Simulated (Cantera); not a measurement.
Feed: 1 mol PbO, 1 mol H2, 85 mol N2, at 20.3 Torr.

Equilibrium computed with Cantera from the NASA thermochemical tables; the gas is ideal and each condensed phase is pure. Candidate condensed phases: H2O, Pb, PbO, PbO2, Pb3O4; 27 gas species. The numbers say what is thermodynamically allowed, not how fast it happens.

log p: log10 of the partial pressure in bar; n: condensed amount in mol.

```tsv
T (K)	log p N2	log p H2O	log p Pb	log p H2	log p PbO	log p OH	log p NO	n Pb(l)
675	-1.57	-3.50	-9.47	-8.01	-13.56	<-13	<-13	1.000
750	-1.57	-3.50	-8.02	-7.82	-11.38	<-13	<-13	1.000
825	-1.57	-3.50	-6.84	-7.65	-9.60	<-13	<-13	0.999
900	-1.57	-3.50	-5.86	-7.50	-8.13	-12.71	[?]	0.996
975	-1.57	-3.50	-5.04	-7.13	-7.13	-11.62	[?]	0.971
1050	-1.57	-3.50	-4.33	-6.55	-6.55	-10.82	[?]	0.851
1125	-1.58	-3.51	-3.72	-6.04	-6.04	-10.12	[?]	0.390
1200	-1.58	-3.51	-3.51	-5.76	-5.76	-9.43	[?]	0
1275	-1.58	-3.51	-3.51	-5.60	-5.60	-8.78	[?]	0
1350	-1.58	-3.51	-3.51	-5.46	-5.46	-8.20	[?]	0
1425	-1.58	-3.51	-3.51	-5.34	-5.34	-7.67	[?]	0
1500	-1.58	-3.52	-3.52	-5.22	-5.23	-7.20	[?]	0
1575	-1.58	-3.52	-3.52	-5.12	-5.13	-6.78	[?]	0
```

Question: Fill in the missing entries.

Answer: 
- 900, log p NO: -12.93
- 975, log p NO: -11.79
- 1050, log p NO: -11.07
- 1125, log p NO: -10.46
- 1200, log p NO: -9.76
- 1275, log p NO: -9.04
- 1350, log p NO: -8.41
- 1425, log p NO: -7.84
- 1500, log p NO: -7.33
- 1575, log p NO: -6.87
